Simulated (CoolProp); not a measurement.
Vapour-liquid equilibrium of R134a (1) + R124 (2) at 1.56 MPa; x and y are mole fractions of (1).

Computed with CoolProp (multi-fluid Helmholtz-energy mixture model, Tillner-Roth 1994 and de Vries 1995; pair parameters Bell 2016).

| x | bubble temperature (K) | y at the bubble point | dew temperature at overall composition x (K) | liquid density (mol/L) |
|---|---|---|---|---|
| 0.05 | 351.0 | 0.072 | 351.5 | 8.379 |
| 0.15 | 347.8 | 0.207 | 349.1 | 8.584 |
| 0.25 | 344.9 | 0.328 | 346.8 | 8.788 |
| 0.35 | 342.3 | 0.438 | 344.4 | 8.994 |
| 0.45 | 339.9 | 0.539 | 342.0 | 9.202 |
| 0.55 | 337.7 | 0.633 | 339.6 | 9.416 |
| 0.65 | 335.7 | 0.720 | 337.3 | 9.635 |
| 0.75 | 333.9 | 0.803 | 335.0 | 9.862 |
| 0.85 | 332.2 | 0.883 | 332.9 | 10.10 |
| 0.95 | 330.7 | 0.961 | 330.9 | 10.35 |

No azeotrope shows between x = 0.05 and 0.95.

The pair parameters rest on a limited set of measurements; away from them the model extrapolates.
